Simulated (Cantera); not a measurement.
Input (Python, Cantera) and output of one run.

```python
import numpy as np
import cantera as ct

gas_names = [...]  # 77 gases of nasa_gas.yaml made of C, H, Ti
cond_names = """
    C(gr) C6H6(L) C7H8(L) C8H18(L),n-octa Ti(a) Ti(b) Ti(L) TiC(s) TiC(L)
""".split()


# ... load() reads the species with a 1 bar reference pressure and builds the phases ...
atoms = {
    'TiC': {'Ti': 1, 'C': 1},
    'C': {'C': 1},
    'H2': {'H': 2},
}
top_T = {'C(gr)': 4500}  # K; cautious upper limits of use, not melting points


# ... equilibrate(T, P, feed) seeds the gas with the atoms and calls Mixture.equilibrate('TP', solver="vcs", rtol=1e-11, max_steps=5000) ...
results = []
feed = {'TiC': 1, 'C': 0.039, 'H2': 0.34}  # mol
P = 790  # Pa
for T in [2448, 2498, 2548, 2598, 2648, 2698, 2748, 2798, 2848, 2898, 2948, 2998]:
    mix = equilibrate(T, P, feed)
    results.append((T, P, feed, dict(zip(mix.species_names, mix.species_moles))))
    x = sorted(zip(gas.X, gas.species_names), reverse=True)
    print(f"T = {T:g} K  P = {P:g} Pa  gas = {mix.phase_moles(0):.4g} mol")
    print("   x: " + "  ".join(f"{s} {v:.3e}" for v, s in x if v > 1e-06))
    print("   condensed (mol): " + ("  ".join(f"{mix.phase(i).name} {mix.phase_moles(i):.4g}"
          for i in range(1, mix.n_phases) if mix.phase_moles(i) > 1e-12) or "none"))
```

Output:

```
T = 2448 K  P = 790 Pa  gas = 0.3778 mol
   x: H2 7.933e-01  H 1.995e-01  C2H2,acetylene 6.861e-03  Ti 1.125e-04  C2H 1.107e-04  C3 2.752e-05  C4H2 2.446e-05  C 1.015e-05  C2H2,vinylidene 4.467e-06  CH3 3.721e-06  C2 2.511e-06  CH2 1.906e-06  CH 1.104e-06
   condensed (mol): C(gr) 0.03369  TiC(s) 1
T = 2498 K  P = 790 Pa  gas = 0.3871 mol
   x: H2 7.488e-01  H 2.426e-01  C2H2,acetylene 8.032e-03  Ti 2.109e-04  C2H 1.861e-04  C3 6.099e-05  C4H2 3.558e-05  C 2.050e-05  C2H2,vinylidene 6.218e-06  C2 5.617e-06  CH3 3.887e-06  CH2 2.607e-06  CH 1.917e-06
   condensed (mol): C(gr) 0.03257  TiC(s) 0.9999
T = 2548 K  P = 790 Pa  gas = 0.3982 mol
   x: H2 6.989e-01  H 2.909e-01  C2H2,acetylene 9.220e-03  Ti 3.855e-04  C2H 3.045e-04  C3 1.309e-04  C4H2 5.031e-05  C 4.025e-05  C2 1.217e-05  C2H2,vinylidene 8.426e-06  CH3 3.972e-06  CH2 3.473e-06  CH 3.235e-06
   condensed (mol): C(gr) 0.03129  TiC(s) 0.9998
T = 2598 K  P = 790 Pa  gas = 0.4112 mol
   x: H2 6.442e-01  H 3.438e-01  C2H2,acetylene 1.037e-02  Ti 6.881e-04  C2H 4.850e-04  C3 2.724e-04  C 7.699e-05  C4H2 6.911e-05  C2 2.557e-05  C2H2,vinylidene 1.111e-05  CH 5.308e-06  CH2 4.505e-06  CH3 3.963e-06  C5 1.222e-06
   condensed (mol): C(gr) 0.02984  TiC(s) 0.9997
T = 2648 K  P = 790 Pa  gas = 0.4263 mol
   x: H2 5.854e-01  H 4.003e-01  C2H2,acetylene 1.140e-02  Ti 1.201e-03  C2H 7.524e-04  C3 5.510e-04  C 1.437e-04  C4H2 9.216e-05  C2 5.222e-05  C2H2,vinylidene 1.424e-05  CH 8.475e-06  CH2 5.688e-06  CH3 3.854e-06  C5 3.014e-06
   condensed (mol): C(gr) 0.02815  TiC(s) 0.9995
T = 2698 K  P = 790 Pa  gas = 0.4437 mol
   x: H2 5.238e-01  H 4.592e-01  C2H2,acetylene 1.226e-02  Ti 2.052e-03  C2H 1.137e-03  C3 1.085e-03  C 2.620e-04  C4H2 1.192e-04  C2 1.038e-04  C2H2,vinylidene 1.774e-05  CH 1.317e-05  C5 7.179e-06  CH2 6.982e-06  CH3 3.645e-06  C4 1.413e-06  C6H2 1.223e-06
   condensed (mol): C(gr) 0.02611  TiC(s) 0.9991
T = 2748 K  P = 790 Pa  gas = 0.4634 mol
   x: H 5.185e-01  H2 4.605e-01  C2H2,acetylene 1.287e-02  Ti 3.438e-03  C3 2.082e-03  C2H 1.674e-03  C 4.672e-04  C2 2.012e-04  C4H2 1.495e-04  C2H2,vinylidene 2.145e-05  CH 1.992e-05  C5 1.656e-05  CH2 8.324e-06  CH3 3.344e-06  C4 3.219e-06  C6H2 1.834e-06
   condensed (mol): C(gr) 0.02346  TiC(s) 0.9984
T = 2798 K  P = 790 Pa  gas = 0.4858 mol
   x: H 5.761e-01  H2 3.973e-01  C2H2,acetylene 1.316e-02  Ti 5.651e-03  C3 3.900e-03  C2H 2.401e-03  C 8.160e-04  C2 3.806e-04  C4H2 1.816e-04  C5 3.703e-05  CH 2.934e-05  C2H2,vinylidene 2.514e-05  CH2 9.629e-06  C4 7.116e-06  CH3 2.970e-06  C6H2 2.646e-06
   condensed (mol): C(gr) 0.01966  TiC(s) 0.9973
T = 2848 K  P = 790 Pa  gas = 0.5112 mol
   x: H 6.294e-01  H2 3.354e-01  C2H2,acetylene 1.310e-02  Ti 9.124e-03  C3 7.141e-03  C2H 3.356e-03  C 1.397e-03  C2 7.039e-04  C4H2 2.132e-04  C5 8.046e-05  CH 4.206e-05  C2H2,vinylidene 2.852e-05  C4 1.529e-05  CH2 1.079e-05  C6H2 3.668e-06  CH3 2.544e-06
   condensed (mol): C(gr) 0.01371  TiC(s) 0.9953
T = 2898 K  P = 790 Pa  gas = 0.5405 mol
   x: H 6.752e-01  H2 2.762e-01  Ti 1.448e-02  C3 1.279e-02  C2H2,acetylene 1.264e-02  C2H 4.564e-03  C 2.349e-03  C2 1.274e-03  C4H2 2.412e-04  C5 1.701e-04  CH 5.863e-05  C4 3.199e-05  C2H2,vinylidene 3.123e-05  CH2 1.167e-05  C6H2 4.872e-06  CH3 2.092e-06
   condensed (mol): C(gr) 0.003696  TiC(s) 0.9922
T = 2948 K  P = 790 Pa  gas = 0.5735 mol
   x: H 7.134e-01  H2 2.232e-01  Ti 2.459e-02  C3 1.750e-02  C2H2,acetylene 1.008e-02  C2H 5.134e-03  C 3.568e-03  C2 1.912e-03  C5 2.310e-04  C4H2 1.899e-04  CH 7.342e-05  C4 4.678e-05  C2H2,vinylidene 2.814e-05  CH2 1.129e-05  C6H2 3.792e-06  CH3 1.534e-06
   condensed (mol): TiC(s) 0.9859
T = 2998 K  P = 790 Pa  gas = 0.6123 mol
   x: H 7.392e-01  H2 1.753e-01  Ti 4.185e-02  C3 2.223e-02  C2H2,acetylene 7.497e-03  C2H 5.418e-03  C 5.235e-03  C2 2.715e-03  C5 2.797e-04  C4H2 1.338e-04  CH 8.777e-05  C4 6.213e-05  C2H2,vinylidene 2.353e-05  CH2 1.034e-05  C6H2 2.533e-06  CH3 1.055e-06
   condensed (mol): TiC(s) 0.9744
```

These are equilibrium values from Cantera (NASA tables, ideal gas, pure condensed phases), not measurements of a reactor. TiC: taken at fixed stoichiometry.
